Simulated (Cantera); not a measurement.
Charge: 1 mol BCl3, 0.31 mol N2, 24 mol H2, 1.9 mol O2, at 1250 K and 5.78 Torr.

These are equilibrium values from Cantera (NASA tables, ideal gas, pure condensed phases), not measurements of a reactor. Candidate condensed phases: B, BN, B2O3, B3O3H3, H2O, NH4Cl; 49 gas species. Gases not in the tables: H3BO3. Kinetics and transport are ignored.

Base state: H2 0.780, HCl 0.116, H2O 0.0861, N2 0.0120, HBO2 0.00550, (HBO2)3 2.16e-5 (mole fractions); condensed: B2O3(l).

Q: What changes in the equilibrium state with this change: temperature from 1250 K to 1298.15 K?

A: 
```csv
species,before,after
H2,0.780,0.779
HCl,0.116,0.116
H2O,0.0861,0.0837
HBO2,0.00550,0.00992
N2,0.0120,0.0120
B2O3,5.72e-6,2.30e-5
HBO,4.21e-6,1.18e-5
"B2O3(l), mol",0.428,0.370
```
